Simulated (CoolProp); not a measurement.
Saturated liquid density (kg/m³) of n-perfluorohexane: the reference equation beside estimates from Tc = 174.9 °C, pc = 1.742 MPa, ω = 0.497. Rackett uses Z = 0.29056 − 0.08775 ω.

Model: reference Helmholtz-energy equation of state, Gao 2022, in CoolProp.

```json
[
 {"T (°C)": "-32.25", "reference": "1836", "Rackett": "1965", "van der Waals": "1014", "Redlich-Kwong": "1501", "Soave-Redlich-Kwong": "1580", "Peng-Robinson": "1777"},
 {"T (°C)": "-19.05", "reference": "1800", "Rackett": "1925", "van der Waals": "995.5", "Redlich-Kwong": "1471", "Soave-Redlich-Kwong": "1555", "Peng-Robinson": "1750"},
 {"T (°C)": "-5.75", "reference": "1763", "Rackett": "___", "van der Waals": "976.3", "Redlich-Kwong": "___", "Soave-Redlich-Kwong": "1527", "Peng-Robinson": "1721"},
 {"T (°C)": "7.45", "reference": "1726", "Rackett": "1839", "van der Waals": "956.4", "Redlich-Kwong": "1403", "Soave-Redlich-Kwong": "1498", "Peng-Robinson": "1689"},
 {"T (°C)": "20.65", "reference": "1689", "Rackett": "1795", "van der Waals": "935.5", "Redlich-Kwong": "1367", "Soave-Redlich-Kwong": "1466", "Peng-Robinson": "1654"},
 {"T (°C)": "33.95", "reference": "1650", "Rackett": "1748", "van der Waals": "913.4", "Redlich-Kwong": "1328", "Soave-Redlich-Kwong": "1431", "Peng-Robinson": "1616"},
 {"T (°C)": "47.15", "reference": "1610", "Rackett": "1700", "van der Waals": "890.2", "Redlich-Kwong": "___", "Soave-Redlich-Kwong": "1392", "Peng-Robinson": "1575"},
 {"T (°C)": "60.35", "reference": "1568", "Rackett": "1650", "van der Waals": "865.6", "Redlich-Kwong": "1243", "Soave-Redlich-Kwong": "1351", "Peng-Robinson": "1529"},
 {"T (°C)": "73.55", "reference": "1524", "Rackett": "1597", "van der Waals": "839.4", "Redlich-Kwong": "1196", "Soave-Redlich-Kwong": "___", "Peng-Robinson": "1478"},
 {"T (°C)": "86.85", "reference": "___", "Rackett": "1541", "van der Waals": "___", "Redlich-Kwong": "1145", "Soave-Redlich-Kwong": "1253", "Peng-Robinson": "1421"}
]
```

Question: Some entries are withheld; supply them.

Answer: 
- -5.75, Rackett: 1882
- -5.75, Redlich-Kwong: 1438
- 47.15, Redlich-Kwong: 1287
- 73.55, Soave-Redlich-Kwong: 1305
- 86.85, reference: 1477
- 86.85, van der Waals: 811.1

Absolute difference from the reference over all 10 rows, mean and median: Rackett 5.9 and 6.1 %, van der Waals 44.7 and 44.7 %, Redlich-Kwong 19.7 and 19.3 %, Soave-Redlich-Kwong 13.8 and 13.6 %, Peng-Robinson 2.6 and 2.4 %.
